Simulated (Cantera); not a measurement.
## Ammonia decomposition in nitride growth gas

An isothermal, constant-pressure homogeneous reactor starts with 20.0 % NH3, 80.0 % N2, at 2348 K and 1.00 atm.

Model: the gas-phase N/H chemistry of the illustrative SiF4/NH3 mechanism in the Surface Chemkin manual (1991), integrated in Cantera. Walls and surfaces, which speed up NH3 decomposition in real reactors, are not modelled.

```json
[
 {"t (s)": "4.00e-5", "x NH3": "0.195", "x H2": "0.00377", "x N": "5.62e-7", "x NH": "3.89e-5", "x H": "2.94e-5", "x NH2": "0.00259", "x N2H4": "2.89e-7"},
 {"t (s)": "0.000172", "x NH3": "0.179", "x H2": "0.0241", "x N": "2.82e-6", "x NH": "5.83e-5", "x H": "0.000107", "x NH2": "0.00222", "x N2H4": "2.13e-7"},
 {"t (s)": "0.000739", "x NH3": "0.126", "x H2": "0.0915", "x N": "6.84e-6", "x NH": "6.70e-5", "x H": "0.000331", "x NH2": "0.00141", "x N2H4": "8.57e-8"},
 {"t (s)": "0.00317", "x NH3": "0.0312", "x H2": "0.210", "x N": "8.77e-6", "x NH": "4.57e-5", "x H": "0.00104", "x NH2": "0.000492", "x N2H4": "1.04e-8"},
 {"t (s)": "0.0136", "x NH3": "0.000132", "x H2": "0.247", "x N": "3.41e-6", "x NH": "3.90e-6", "x H": "0.00523", "x NH2": "8.92e-6", "x N2H4": "3.42e-12"},
 {"t (s)": "0.0586", "x NH3": "5.08e-6", "x H2": "0.246", "x N": "2.15e-7", "x NH": "2.08e-7", "x H": "0.00613", "x NH2": "4.05e-7", "x N2H4": "<1e-12"},
 {"t (s)": "0.252", "x NH3": "1.49e-6", "x H2": "0.246", "x N": "6.30e-8", "x NH": "6.12e-8", "x H": "0.00613", "x NH2": "1.19e-7", "x N2H4": "<1e-12"},
 {"t (s)": "1.08", "x NH3": "1.32e-6", "x H2": "0.246", "x N": "5.58e-8", "x NH": "5.42e-8", "x H": "0.00613", "x NH2": "1.05e-7", "x N2H4": "<1e-12"},
 {"t (s)": "4.65", "x NH3": "1.32e-6", "x H2": "0.246", "x N": "5.58e-8", "x NH": "5.42e-8", "x H": "0.00613", "x NH2": "1.05e-7", "x N2H4": "<1e-12"},
 {"t (s)": "20.0", "x NH3": "1.32e-6", "x H2": "0.246", "x N": "5.58e-8", "x NH": "5.42e-8", "x H": "0.00613", "x NH2": "1.05e-7", "x N2H4": "<1e-12"}
]
```
x: mole fraction; the columns are a selection and need not sum to one.

Equilibrium at this temperature and pressure: NH3 1.32e-6, H2 0.246, N 5.58e-8, NH 5.42e-8, H 0.00613, NH2 1.05e-7, N2H4 <1e-12 (gas phase only).
